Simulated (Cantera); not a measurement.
An isothermal, constant-pressure homogeneous reactor starts with H2 : O2 = 0.16 : 1 (molar parts), at 1125 K and 1.88 Torr.

Detailed kinetics in Cantera: the H2/O2 subset of GRI-Mech 3.0, which has no nitrogen chemistry. Radical loss at walls, strong at low pressure, is not modelled. The temperature is held fixed by assumption; the heat of reaction is taken as removed at once.

x: mole fraction; the columns are a selection and need not sum to one.

```
t (s)         x H2   x O2      x OH     x H2O       x O       x H
--------  --------  -----  --------  --------  --------  --------
1.00e-6      0.138  0.862    <1e-12    <1e-12    <1e-12  4.50e-12
2.68e-6      0.138  0.862    <1e-12    <1e-12    <1e-12  1.20e-11
7.20e-6      0.138  0.862    <1e-12    <1e-12    <1e-12  3.21e-11
1.93e-5      0.138  0.862  2.15e-12    <1e-12  2.20e-12  8.48e-11
5.18e-5      0.138  0.862  1.42e-11  1.77e-12  1.52e-11  2.20e-10
0.000139     0.138  0.862  8.46e-11  2.94e-11  9.97e-11  5.55e-10
0.000373     0.138  0.862  4.35e-10  4.25e-10  6.17e-10   1.49e-9
0.00100      0.138  0.862         …         …         …         …
0.00268      0.138  0.862   5.74e-8   2.20e-7   1.05e-7   1.27e-7
0.00720      0.137  0.862  0.000135  0.000546  0.000248  0.000298
0.0193     0.00492  0.778   0.00591     0.108    0.0588    0.0449
0.0518     0.00427  0.784   0.00554     0.113    0.0549    0.0389
0.139            …  0.799         …     0.122         …         …
0.373      0.00198  0.825   0.00386     0.136    0.0224    0.0105
1.00      0.000514  0.845   0.00198     0.145   0.00558   0.00131
```

Question: Fill in the missing entries.

Answer: 
- 0.00100, x OH: 2.57e-9
- 0.00100, x H2O: 6.16e-9
- 0.00100, x O: 4.42e-9
- 0.00100, x H: 6.24e-9
- 0.139, x H2: 0.00352
- 0.139, x OH: 0.00508
- 0.139, x O: 0.0429
- 0.139, x H: 0.0272
